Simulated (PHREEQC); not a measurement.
Consider water at 20 °C with 3.5 mmol/kgw TMAH, 0.031 mmol/kgw NaAlO2 and 0.62 mmol/kgw K2CO3. Closed to the air; pH follows from the charge balance.

Model: ion-association model, wateq4f.dat, run in PHREEQC.

| quantity | before | after |
|---|---|---|
| pH | 11.68 | 10.52 |
| ionic strength (mol/kgw) | 0.00537 | 0.00165 |

Question: What was changed between the two runs?
A. TMAH left out
B. K2CO3 from 0.00062 to 0.0062 mol/kgw
C. K2CO3 left out
D. NaAlO2 replaced by Na2HPO4 at the same molality
E. TMAH from 0.0035 to 0.00525 mol/kgw

Answer: A, TMAH left out

No solid was allowed to form. (CH3)4N+ isn't in the database: it is added as a free cation with an ion size of 4 Å.
